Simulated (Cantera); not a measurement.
## Catalytic stagnation flow on Pt

A jet of CH4 : O2 : N2 = 0.038 : 0.11 : 0.79 (molar parts), equivalence ratio 0.69 at 300 K and 0.0602 atm hits a platinum plate 2.6 cm away at a mass flux of 0.11 kg/m²/s; the plate temperature is set and raised in steps from an oxygen-covered start.

Detailed kinetics in Cantera: Deutschmann's 1995 Pt surface mechanism with GRI-Mech 3.0 gas chemistry. Catalytic surfaces can have several steady states; this one follows from the mechanism file's or the stated starting coverage.

| plate T (K) | wall x CH4 | wall x O2 | wall x H2O | wall x OH | wall x CO | wall x CO2 | θ free Pt | θ O* |
|---|---|---|---|---|---|---|---|---|
| 950 | 0.0278 | 0.0902 | 0.0237 | 9.30e-8 | 1.59e-5 | 0.0156 | 0.304 | 0.695 |
| 1000 | 0.0232 | 0.0803 | 0.0323 | 2.67e-7 | 1.82e-5 | 0.0213 | 0.381 | 0.618 |
| 1050 | 0.0192 | 0.0719 | 0.0396 | 6.68e-7 | 2.06e-5 | 0.0261 | 0.459 | 0.540 |
| 1100 | 0.0161 | 0.0652 | 0.0453 | 1.49e-6 | 2.32e-5 | 0.0299 | 0.533 | 0.466 |
| 1150 | 0.0137 | 0.0602 | 0.0496 | 3.03e-6 | 2.65e-5 | 0.0328 | 0.602 | 0.397 |
| 1200 | 0.0119 | 0.0565 | 0.0528 | 5.70e-6 | 3.09e-5 | 0.0349 | 0.665 | 0.334 |
| 1250 | 0.0105 | 0.0538 | 0.0551 | 1.00e-5 | 3.67e-5 | 0.0364 | 0.721 | 0.278 |
x: mole fraction at the wall; θ: surface coverage.
